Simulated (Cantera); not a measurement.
An isothermal plug-flow reactor at 975 K and 5.00 bar (inlet), inlet velocity 1.6 m/s, active area per volume 1000 1/m; feed CH4 : O2 : N2 : H2O = 0.0028 : 0.019 : 0.79 : 0.089 (molar parts), equivalence ratio 0.29.

Detailed kinetics in Cantera: Deutschmann's 1995 Pt surface mechanism with GRI-Mech 3.0 gas chemistry. Catalytic surfaces can have several steady states; this one follows from the mechanism file's or the stated starting coverage. Mass transfer to the wall is taken as infinitely fast.

Problem. What does this change do: area per volume 1000 to 390 1/m?

Solution. 
```tsv
quantity	before	after
x(CH4) at z = 0.054 m	0.000543	0.00162
x(O2) at z = 0.054 m	0.0160	0.0182
x(H2O) at z = 0.054 m	0.104	0.102
x(CO2) at z = 0.054 m	0.00251	0.00145
x(CO) at z = 0.054 m	3.17e-7	7.76e-7
θ(free Pt) at the exit	0.177	0.172
θ(O*) at the exit	0.810	0.815
θ(OH*) at the exit	0.0134	0.0132
```
